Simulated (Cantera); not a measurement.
Feed: 1 mol PbO, a varied amount of H₂, 60 mol N₂, at 748 K and 0.00133 bar.

These are equilibrium values from Cantera (NASA tables, ideal gas, pure condensed phases), not measurements of a reactor. Candidate condensed phases: H₂O, Pb, PbO, PbO₂, Pb₃O₄; 27 gas species. Kinetics and transport are ignored.

### Question
At 27 mol H₂, list the 3 most abundant gas species with their mole fractions, and the condensed phases.

### Answer
N₂ 0.690, H₂ 0.299, H₂O 0.0115. Condensed: Pb(l).
